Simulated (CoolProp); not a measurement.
Vapour-liquid equilibrium of isohexane (1) + n-heptane (2) at 301.2 K; x and y are mole fractions of (1).

Values from CoolProp's multi-fluid Helmholtz-energy mixture model, Lemmon 2006 and Span 2003; pair parameters Bell 2016.

Question: Give the bubble pressure and the first vapour's composition at x = 0.575, 0.725, 0.8. Is there an azeotrope?

Answer: x = 0.575: 0.2128 bar, y = 0.855; x = 0.725: 0.2502 bar, y = 0.920; x = 0.8: 0.2691 bar, y = 0.946. No azeotrope shows between x = 0.05 and 0.95.

The pair parameters rest on a limited set of measurements; away from them the model extrapolates.
